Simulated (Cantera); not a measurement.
Source: NASA polynomial tables (part measured, part estimated), evaluated in Cantera. Values are per mole of reaction as written; species without (g) are pure solids or liquids, kept so even where they would boil at 1 bar.

SiBr4(g) = Si(g) + 2 Br2(g), with ΔH° = 927.3 kJ and ΔS° = 279.5 J/K at 300 K.

### Question
How far is the shortcut ΔG° ≈ ΔH°(300 K) − T·ΔS°(300 K) from the full temperature-dependent value at 1000, 1025, 1050, 1075, 1100, 1125, 1150 K?

### Answer
| T (K) | shortcut (kJ) | full (kJ) | difference (kJ) | difference in log10 K |
|---|---|---|---|---|
| 1000 | 647.8 | 651.3 | -3.5 | 0.18 |
| 1025 | 640.8 | 644.5 | -3.8 | 0.19 |
| 1050 | 633.8 | 637.8 | -4.0 | 0.20 |
| 1075 | 626.8 | 631.1 | -4.3 | 0.21 |
| 1100 | 619.8 | 624.3 | -4.5 | 0.21 |
| 1125 | 612.8 | 617.6 | -4.8 | 0.22 |
| 1150 | 605.8 | 610.9 | -5.1 | 0.23 |
The shortcut ignores the heat-capacity change of the reaction.
